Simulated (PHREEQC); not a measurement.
Consider water at 25 °C with 0.018 mol/kgw HF and 0.0015 mol/kgw (CH3)4NF. Closed to the air; pH follows from the charge balance.

All values are PHREEQC results (ion-association model, phreeqc.dat), not measurements.

```tsv
quantity	before	after
pH	2.58	3.35
ionic strength (mol/kgw)	0.00431	0.0554
HF (mol/kgw)	0.0150	0.00165
F- (mol/kgw)	0.00407	0.00307
HF2- (mol/kgw)	0.000234	1.94e-5
```

**Question.** Name the change that produced these shifts.
A. diluted 10-fold with water
B. diluted 5-fold with water
C. HF replaced by Na2SiF6 at the same molality
D. (CH3)4NF from 0.0015 to 0.0003 mol/kgw
E. 0.0074 mol/kgw KCl added

**Answer.** C, HF replaced by Na2SiF6 at the same molality

No solid was allowed to form. Some of these states are supersaturated (in Quartz (slow to form), Chalcedony (slow to form), for instance). (CH3)4N+ isn't in the database: it is added as a free cation with an ion size of 4 Å. SiF6-2 is the database's only silicon fluoride.
